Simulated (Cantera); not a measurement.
Charge: 1 mol Fe2O3, 0.49 mol H2S, 0.26 mol CO2, held at 1423 K and 0.100 bar.

Method: chemical equilibrium by Gibbs-energy minimisation in Cantera with the NASA 1993 tables (ideal gas, pure condensed phases). Candidate condensed phases: C, C6H6, C7H8, C8H18, Fe, Fe(CO)5, FeO, Fe(OH)2, Fe(OH)3, FeS, FeSO4, FeS2, Fe2O3, Fe2(SO4)3, Fe3O4, H2O, H2SO4, S; 127 gas species. The tables' stoichiometric FeO is somewhat more stable than real wüstite, so its field is too wide. FeO: taken at fixed stoichiometry. Equilibrium is a limit: real reactors are often held back by kinetics, nucleation or transport.

Base state: H2O 0.395, SO2 0.256, CO2 0.200, S2 0.0782, CO 0.0288, H2 0.0251, H2S 0.0120, SO 0.00242 (mole fractions); condensed: FeO(s).

### Question
What changes in the equilibrium state with this change: Fe2O3 replaced by MgCO3?

### Answer
| species | before | after |
|---|---|---|
| CO2 | 0.200 | 0.410 |
| CO | 0.0288 | 0.220 |
| H2O | 0.395 | 0.180 |
| SO2 | 0.256 | 0.0208 |
| H2S | 0.0120 | 0.0227 |
| H2 | 0.0251 | 0.0427 |
| S2 | 0.0782 | 0.0980 |
| COS | 0.000451 | 0.00384 |
| SO | 0.00242 | 0.000728 |
| FeO(s), mol | 2.00 | 0 |
| MgO(s), mol | 0 | 1.00 |
Further candidate phases: Mg, MgCO3, MgO, Mg(OH)2, MgS, MgSO4.

### Question
What changes in the equilibrium state with this change: temperature from 1423 K to 1698 K?

### Answer
```tsv
species	before	after
H2O	0.395	0.361
SO2	0.256	0.280
CO2	0.200	0.149
CO	0.0288	0.0747
SO	0.00242	0.0124
H2	0.0251	0.0532
H2S	0.0120	0.00633
S2	0.0782	0.0586
Fe(OH)2	2.82e-6	2.83e-5
OH	1.13e-6	3.69e-5
H	3.33e-6	0.000105
FeO(s), mol	2.00	0
FeO(l), mol	0	2.00
```
